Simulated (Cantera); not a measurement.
An isothermal, constant-pressure homogeneous reactor starts with 0.516 % CH4, 97.3 % H2, 2.14 % CO2, at 2825 K and 36.0 Torr.

Detailed kinetics in Cantera: GRI-Mech 3.0 (53 species, 325 reactions). Radical loss at walls, strong at low pressure, is not modelled.

x: mole fraction; the columns are a selection and need not sum to one.

```json
[
 {"t (s)": "5.00e-6", "x CH4": "0.00501", "x H2": "0.973", "x CO2": "0.0214", "x O": "2.58e-8", "x HCO": "2.99e-10", "x C2H2": "7.95e-10"},
 {"t (s)": "1.35e-5", "x CH4": "0.00491", "x H2": "0.972", "x CO2": "0.0213", "x O": "2.83e-8", "x HCO": "(withheld)", "x C2H2": "2.42e-8"},
 {"t (s)": "3.64e-5", "x CH4": "0.00468", "x H2": "0.969", "x CO2": "0.0208", "x O": "4.89e-8", "x HCO": "(withheld)", "x C2H2": "5.03e-7"},
 {"t (s)": "9.81e-5", "x CH4": "0.00416", "x H2": "0.959", "x CO2": "0.0176", "x O": "2.41e-7", "x HCO": "(withheld)", "x C2H2": "1.00e-5"},
 {"t (s)": "0.000265", "x CH4": "0.00303", "x H2": "0.932", "x CO2": "0.00589", "x O": "2.49e-6", "x HCO": "(withheld)", "x C2H2": "0.000174"},
 {"t (s)": "0.000714", "x CH4": "0.00107", "x H2": "0.905", "x CO2": "7.86e-5", "x O": "1.09e-5", "x HCO": "(withheld)", "x C2H2": "0.00108"},
 {"t (s)": "0.00193", "x CH4": "0.000190", "x H2": "0.885", "x CO2": "6.47e-5", "x O": "2.10e-5", "x HCO": "(withheld)", "x C2H2": "0.00108"},
 {"t (s)": "0.00519", "x CH4": "1.93e-5", "x H2": "0.856", "x CO2": "6.11e-5", "x O": "3.92e-5", "x HCO": "(withheld)", "x C2H2": "0.000112"},
 {"t (s)": "0.0140", "x CH4": "4.42e-11", "x H2": "0.796", "x CO2": "5.93e-5", "x O": "0.000107", "x HCO": "(withheld)", "x C2H2": "1.05e-11"},
 {"t (s)": "0.0378", "x CH4": "4.66e-12", "x H2": "0.702", "x CO2": "5.69e-5", "x O": "0.000305", "x HCO": "(withheld)", "x C2H2": "<1e-12"},
 {"t (s)": "0.102", "x CH4": "1.42e-12", "x H2": "0.643", "x CO2": "5.50e-5", "x O": "0.000507", "x HCO": "3.26e-8", "x C2H2": "<1e-12"},
 {"t (s)": "0.275", "x CH4": "1.27e-12", "x H2": "0.637", "x CO2": "5.48e-5", "x O": "0.000531", "x HCO": "3.19e-8", "x C2H2": "<1e-12"},
 {"t (s)": "0.741", "x CH4": "1.27e-12", "x H2": "0.637", "x CO2": "5.48e-5", "x O": "0.000531", "x HCO": "3.19e-8", "x C2H2": "<1e-12"},
 {"t (s)": "2.00", "x CH4": "1.27e-12", "x H2": "0.637", "x CO2": "5.48e-5", "x O": "0.000531", "x HCO": "3.19e-8", "x C2H2": "<1e-12"}
]
```

Fill in the missing entries.


- 1.35e-5, x HCO: 1.71e-9
- 3.64e-5, x HCO: 1.83e-8
- 9.81e-5, x HCO: 1.23e-7
- 0.000265, x HCO: 4.51e-7
- 0.000714, x HCO: 5.72e-7
- 0.00193, x HCO: 2.86e-7
- 0.00519, x HCO: 1.30e-7
- 0.0140, x HCO: 6.37e-8
- 0.0378, x HCO: 4.14e-8
